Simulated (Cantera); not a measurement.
Feed: 1 mol C2H2, 0.21 mol CO2, 39 mol N2, 0.64 mol H2O, equilibrated at 727 °C and 33.0 Pa.

Equilibrium computed with Cantera from the NASA thermochemical tables; the gas is ideal and each condensed phase is pure. Candidate condensed phases: C, C6H6, C7H8, C8H18, H2O; 136 gas species. Kinetics and transport are ignored.

Base state: N2 0.935, H2 0.0393, CO 0.0254 (mole fractions); condensed: C(graphite).

**Question.** What changes in the equilibrium state with this change: CO2 from 0.21 to 0.045 mol?

**Answer.** 
```csv
species,before,after
N2,0.935,0.943
H2,0.0393,0.0396
CO,0.0254,0.0176
"C(graphite), mol",1.15,1.31
```

**Question.** What changes in the equilibrium state with this change: C2H2 replaced by C2H5OH?

**Answer.** 
```csv
species,before,after
N2,0.935,0.872
H2,0.0393,0.0814
CO,0.0254,0.0461
"C(graphite), mol",1.15,0.150
```
